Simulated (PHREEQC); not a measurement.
Dissolve 0.0038 mol/kgw NH4HS and 0.012 mol/kgw NaCl at 25 °C. Closed to the air; pH follows from the charge balance.

Computed with PHREEQC (ion-association model, wateq4f.dat).

Each row changes one thing in this solution. Precipitation was switched off in this run.

| case | pH | ionic strength (mol/kgw) | NH4+ (mol/kgw) | HS- (mol/kgw) | H2S (mol/kgw) | NH3 (mol/kgw) |
|---|---|---|---|---|---|---|
| as made | 8.09 | 0.0156 | 0.00358 | 0.00358 | 0.000223 | 0.000221 |
| diluted 2-fold with water | 8.09 | 0.00779 | 0.00179 | 0.00178 | 0.000115 | 0.000114 |
| NaCl from 0.012 to 0.0012 mol/kgw | 8.09 | 0.00477 | 0.00357 | 0.00357 | 0.000234 | 0.000233 |
| NaCl left out | 8.09 | 0.00357 | 0.00357 | 0.00356 | 0.000236 | 0.000235 |
| 0.0044 mol/kgw (NH4)2SO4 added | 7.82 | 0.0277 | 0.0119 | 0.00342 | 0.000382 | 0.000382 |
| temperature from 25 to 35 °C | ? | 0.0155 | 0.00353 | 0.00353 | 0.000269 | 0.000268 |
| temperature from 25 to 45 °C | ? | 0.0155 | 0.00348 | 0.00347 | 0.000326 | 0.000324 |

Q: What belongs in the gaps?

A: 
- temperature from 25 to 35 °C, pH: 7.88
- temperature from 25 to 45 °C, pH: 7.70

Species that the database lacks are ignored. At this temperature some constants are extrapolated from 25 °C, and those without enthalpy data are left unchanged. The polysulfide entries of wateq4f.dat were taken out for this run.
